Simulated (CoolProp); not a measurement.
The fluid at 552 K and 0.984 MPa flows at 2 m/s in a round tube of 6 mm bore and 1.5 µm roughness, fully developed (64/Re and Nu = 3.66 if laminar; Colebrook and Gnielinski if turbulent). The same conditions are run with several fluids, on thermodynamics alone (safety and materials aside).

Values from CoolProp's reference Helmholtz-energy equation of state of each fluid (toluene: Lemmon 2006; benzene: Thol 2012; n-octane: Beckmüller 2019).

```tsv
fluid	Reynolds number	Darcy friction factor	pressure drop (Pa/m)	heat-transfer coefficient (W/(m² K))	mass flow (kg/h)
toluene	[?]	0.0261	[?]	336	4.57
benzene	[?]	0.0280	[?]	[?]	[?]
n-octane	33000	0.0237	[?]	[?]	6.09
```

Task: What belongs in the gaps?

Result: 
- toluene, Reynolds number: 21200
- toluene, pressure drop (Pa/m): 195
- benzene, Reynolds number: 15700
- benzene, pressure drop (Pa/m): 169
- benzene, heat-transfer coefficient (W/(m² K)): 272
- benzene, mass flow (kg/h): 3.69
- n-octane, pressure drop (Pa/m): 236
- n-octane, heat-transfer coefficient (W/(m² K)): 550

Transport values come from each fluid's own correlations.
